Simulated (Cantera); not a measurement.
**Adiabatic ignition**

An adiabatic, constant-volume homogeneous reactor starts with 10.1 % CH₄, 0.788 % CO, 18.7 % O₂, 70.4 % N₂, equivalence ratio 1.1, at 1748 K and 7.60 bar.

Computed with Cantera and GRI-Mech 3.0 (53 species, 325 reactions). Above 3000 K some thermodynamic fits are extrapolated.

```tsv
t (s)	T (K)	P (bar)	x CH₄	x CO	x O₂	x CH₃	x H₂	x C₂H
1.00e-6	1748	7.60	0.101	0.00788	0.187	4.17e-5	8.50e-6	<1e-12
3.72e-6	1748	7.60	0.101	0.00788	0.187	0.000201	4.51e-5	<1e-12
1.38e-5	1757	7.64	0.0976	0.00814	0.185	0.000946	0.000741	9.94e-12
5.14e-5	3195	14.7	<1e-12	0.0601	0.0143	3.72e-12	0.0265	<1e-12
0.000191	3186	14.7	<1e-12	0.0606	0.0130	3.89e-12	0.0271	<1e-12
0.000711	3186	14.7	<1e-12	0.0606	0.0130	3.89e-12	0.0271	<1e-12
0.00265	3186	14.7	<1e-12	0.0606	0.0130	3.89e-12	0.0271	<1e-12
0.00984	3186	14.7	<1e-12	0.0606	0.0130	3.89e-12	0.0271	<1e-12
0.0366	3186	14.7	<1e-12	0.0606	0.0130	3.89e-12	0.0271	<1e-12
0.136	3186	14.7	<1e-12	0.0606	0.0130	3.89e-12	0.0271	<1e-12
0.506	3186	14.7	<1e-12	0.0606	0.0130	3.89e-12	0.0271	<1e-12
1.88	3186	14.7	<1e-12	0.0606	0.0130	3.89e-12	0.0271	<1e-12
7.00	3186	14.7	<1e-12	0.0606	0.0130	3.89e-12	0.0271	<1e-12
```
x: mole fraction; the columns are a selection and need not sum to one.

```yaml
time_of_steepest_temperature_rise: 28.0 µs
temperature at 7.00 s: 3186 K
equilibrium_temperature: 3186 K
x(CH₄) at 7.00 s: <1e-12 (gas-phase equilibrium <1e-12)
x(CO) at 7.00 s: 0.0606 (gas-phase equilibrium 0.0606)
x(O₂) at 7.00 s: 0.0130 (gas-phase equilibrium 0.0130)
```
